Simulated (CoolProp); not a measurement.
Vapour-liquid equilibrium of nitrogen (1) + oxygen (2) at 114.4 K; x and y are mole fractions of (1).

Values from CoolProp's multi-fluid Helmholtz-energy mixture model, Span 2000 and Schmidt 1985; pair parameters Gernert 2013.

```csv
x,bubble pressure (MPa),y at the bubble point,dew pressure at overall composition x (MPa),liquid density (mol/L)
0.05,0.7899,0.113,0.7539,31.00
0.15,?,0.289,0.8126,29.94
0.25,1.022,0.423,0.8799,28.89
0.35,1.131,0.531,0.9576,27.84
0.45,1.239,0.623,1.048,26.81
0.55,?,0.704,1.152,25.77
0.65,1.457,?,1.274,?
0.75,1.570,0.845,1.415,23.67
0.85,1.687,0.908,1.579,22.58
0.95,1.811,0.970,1.770,21.45
```

**Question.** Some entries are withheld; supply them.

**Answer.** 
- 0.15, bubble pressure (MPa): 0.9087
- 0.55, bubble pressure (MPa): 1.347
- 0.65, y at the bubble point: 0.777
- 0.65, liquid density (mol/L): 24.72

No azeotrope shows between x = 0.05 and 0.95.

Pair parameters are fitted to limited data, so mixtures are less certain than the pure fluids. The gap from Raoult's law changes sign with composition, which may be real or a fault of the pair parameters; it wasn't checked against measurements.
